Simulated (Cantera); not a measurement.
Cantera run:

```python
import numpy as np
import cantera as ct

gas_names = """
    Cu CuF CuF2 Cu2 F F2
""".split()
cond_names = """
    Cu(cr) Cu(L) CuF2(s) CuF2(L)
""".split()


# ... load() reads the species with a 1 bar reference pressure and builds the phases ...
atoms = {
    'Cu': {'Cu': 1},
    'F2': {'F': 2},
}
top_T = {}  # K; cautious upper limits of use, not melting points


# ... equilibrate(T, P, feed) seeds the gas with the atoms and calls Mixture.equilibrate('TP', solver="vcs", rtol=1e-11, max_steps=5000) ...
results = []
feed = {'Cu': 1, 'F2': 1.1}  # mol
for P in [1, 3.2, 10, 32, 100, 320, 1000, 3200, 10000, 32000, 100000]:
    for T in [675, 750, 825, 900, 975, 1050, 1125, 1200, 1275, 1350, 1425, 1500]:
        mix = equilibrate(T, P, feed)
        results.append((T, P, feed, dict(zip(mix.species_names, mix.species_moles))))

for T, P, feed, n in results:
    print(f"{T:7g} {P:10.4g}  " + (" + ".join(c for c in cond_names if n.get(c, 0) > 1e-12) or "gas only"))
```

Output:

```
    675          1  CuF2(s)
    750          1  CuF2(s)
    825          1  CuF2(s)
    900          1  CuF2(s)
    975          1  CuF2(s)
   1050          1  gas only
   1125          1  gas only
   1200          1  gas only
   1275          1  gas only
   1350          1  gas only
   1425          1  gas only
   1500          1  gas only
    675        3.2  CuF2(s)
    750        3.2  CuF2(s)
    825        3.2  CuF2(s)
    900        3.2  CuF2(s)
    975        3.2  CuF2(s)
   1050        3.2  gas only
   1125        3.2  gas only
   1200        3.2  gas only
   1275        3.2  gas only
   1350        3.2  gas only
   1425        3.2  gas only
   1500        3.2  gas only
    675         10  CuF2(s)
    750         10  CuF2(s)
    825         10  CuF2(s)
    900         10  CuF2(s)
    975         10  CuF2(s)
   1050         10  CuF2(s)
   1125         10  gas only
   1200         10  gas only
   1275         10  gas only
   1350         10  gas only
   1425         10  gas only
   1500         10  gas only
    675         32  CuF2(s)
    750         32  CuF2(s)
    825         32  CuF2(s)
    900         32  CuF2(s)
    975         32  CuF2(s)
   1050         32  CuF2(s)
   1125         32  gas only
   1200         32  gas only
   1275         32  gas only
   1350         32  gas only
   1425         32  gas only
   1500         32  gas only
    675        100  CuF2(s)
    750        100  CuF2(s)
    825        100  CuF2(s)
    900        100  CuF2(s)
    975        100  CuF2(s)
   1050        100  CuF2(s)
   1125        100  CuF2(L)
   1200        100  gas only
   1275        100  gas only
   1350        100  gas only
   1425        100  gas only
   1500        100  gas only
    675        320  CuF2(s)
    750        320  CuF2(s)
    825        320  CuF2(s)
    900        320  CuF2(s)
    975        320  CuF2(s)
   1050        320  CuF2(s)
   1125        320  CuF2(L)
   1200        320  CuF2(L)
   1275        320  gas only
   1350        320  gas only
   1425        320  gas only
   1500        320  gas only
    675       1000  CuF2(s)
    750       1000  CuF2(s)
    825       1000  CuF2(s)
    900       1000  CuF2(s)
    975       1000  CuF2(s)
   1050       1000  CuF2(s)
   1125       1000  CuF2(L)
   1200       1000  CuF2(L)
   1275       1000  CuF2(L)
   1350       1000  gas only
   1425       1000  gas only
   1500       1000  gas only
    675       3200  CuF2(s)
    750       3200  CuF2(s)
    825       3200  CuF2(s)
    900       3200  CuF2(s)
    975       3200  CuF2(s)
   1050       3200  CuF2(s)
   1125       3200  CuF2(L)
   1200       3200  CuF2(L)
   1275       3200  CuF2(L)
   1350       3200  CuF2(L)
   1425       3200  CuF2(L)
   1500       3200  gas only
    675      1e+04  CuF2(s)
    750      1e+04  CuF2(s)
    825      1e+04  CuF2(s)
    900      1e+04  CuF2(s)
    975      1e+04  CuF2(s)
   1050      1e+04  CuF2(s)
   1125      1e+04  CuF2(L)
   1200      1e+04  CuF2(L)
   1275      1e+04  CuF2(L)
   1350      1e+04  CuF2(L)
   1425      1e+04  CuF2(L)
   1500      1e+04  CuF2(L)
    675    3.2e+04  CuF2(s)
    750    3.2e+04  CuF2(s)
    825    3.2e+04  CuF2(s)
    900    3.2e+04  CuF2(s)
    975    3.2e+04  CuF2(s)
   1050    3.2e+04  CuF2(s)
   1125    3.2e+04  CuF2(L)
   1200    3.2e+04  CuF2(L)
   1275    3.2e+04  CuF2(L)
   1350    3.2e+04  CuF2(L)
   1425    3.2e+04  CuF2(L)
   1500    3.2e+04  CuF2(L)
    675      1e+05  CuF2(s)
    750      1e+05  CuF2(s)
    825      1e+05  CuF2(s)
    900      1e+05  CuF2(s)
    975      1e+05  CuF2(s)
   1050      1e+05  CuF2(s)
   1125      1e+05  CuF2(L)
   1200      1e+05  CuF2(L)
   1275      1e+05  CuF2(L)
   1350      1e+05  CuF2(L)
   1425      1e+05  CuF2(L)
   1500      1e+05  CuF2(L)
```

Cantera equilibrium calculation (NASA polynomials, part measured and part estimated; ideal gas, pure solids and liquids).
